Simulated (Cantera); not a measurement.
## Premixed flame

A freely propagating, adiabatic, planar premixed flame of 23.0 % H2, 16.2 % O2, 60.9 % N2, unburnt at 400 K and 0.100 bar; mixture-averaged transport, grid criteria slope 0.08 and curve 0.16, no radiation.

Computed with Cantera and the H2/O2 subset of GRI-Mech 3.0, which has no nitrogen chemistry. Burning velocities carry a grid error of a few per cent, more on coarse grids.

```
z (mm)  T (K)  u (m/s)    x H2    x O2      x OH       x O     x H2O   x H2O2
------  -----  -------  ------  ------  --------  --------  --------  -------
-23.8     400     2.20   0.230   0.162     <1e-8     <1e-8     <1e-8    <1e-8
-15.9     400     2.20   0.230   0.162     <1e-8     <1e-8     <1e-8    <1e-8
-11.9     400     2.20   0.230   0.162     <1e-8     <1e-8     <1e-8    <1e-8
-7.94     400     2.20   0.230   0.162     <1e-8     <1e-8     <1e-8    <1e-8
-3.97     407     2.23   0.227   0.162   1.66e-5   1.76e-6  0.000245  3.26e-6
-1.98     609     3.26   0.195   0.158  0.000506  0.000113    0.0167  9.33e-6
0        1015     5.28  0.0948   0.121   0.00201   0.00514    0.0998  6.07e-7
1.98     1279     6.59  0.0283  0.0734   0.00589    0.0131     0.181  8.79e-7
3.97     1401     7.17  0.0215  0.0650   0.00792    0.0143     0.196  7.16e-7
7.94     1534     7.79  0.0205  0.0615    0.0101    0.0132     0.204  4.37e-7
15.9     1672     8.41  0.0184  0.0585    0.0119    0.0111     0.214  2.27e-7
31.7     1801     8.98  0.0148  0.0560    0.0126   0.00835     0.224  1.20e-7
63.5     1914     9.46  0.0104  0.0541    0.0121   0.00551     0.234  6.97e-8
```
x: mole fraction of selected species; z is measured from the peak of heat release.

```
Item                         Value
------------------------  --------
laminar burning velocity  220 cm/s
thermal thickness          7.94 mm
peak x(OH)                  0.0127
peak x(O)                   0.0143
peak x(H2O2)               1.36e-5
grid points                    124
```
